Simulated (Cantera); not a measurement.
A closed system holds: 1 mol PbF₂, 1.3 mol H₂, held at 1525 K and 10.0 mbar.

These are equilibrium values from Cantera (NASA tables, ideal gas, pure condensed phases), not measurements of a reactor. Candidate condensed phases: Pb, PbF₂; 16 gas species. The numbers say what is thermodynamically allowed, not how fast it happens.

Base state: HF 0.605, Pb 0.302, H₂ 0.0917, PbF 0.00140, PbF₂ 0.000102, H 7.17e-5, Pb₂ 1.43e-5 (mole fractions); condensed: gas only.

Q: What changes in the equilibrium state with this change: PbF₂ replaced by FeCl₂?

A: 
| species | before | after |
|---|---|---|
| H₂ | 0.0917 | 0.387 |
| HCl | 0 | 0.356 |
| FeCl₂ | 0 | 0.257 |
| HF | 0.605 | 0 |
| Pb | 0.302 | 0 |
| PbF | 0.00140 | 0 |
| Cl | 0 | 0.000109 |
| PbF₂ | 0.000102 | 0 |
| Fe | 0 | 2.53e-5 |
| Fe₂Cl₄ | 0 | 2.16e-5 |
| Fe(γ), mol | 0 | 0.409 |
Further candidate phases: Fe, FeCl₂, FeCl₃.

Q: What changes in the equilibrium state with this change: 0.36 mol NH₃ added?

A: 
```json
[
 {"species": "HF", "before": "0.605", "after": "0.497"},
 {"species": "Pb", "before": "0.302", "after": "0.248"},
 {"species": "H₂", "before": "0.0917", "after": "0.209"},
 {"species": "N₂", "before": "0", "after": "0.0448"},
 {"species": "PbF₂", "before": "0.000102", "after": "2.48e-5"},
 {"species": "PbF", "before": "0.00140", "after": "0.000626"},
 {"species": "H", "before": "7.17e-5", "after": "0.000108"},
 {"species": "Pb₂", "before": "1.43e-5", "after": "9.69e-6"}
]
```
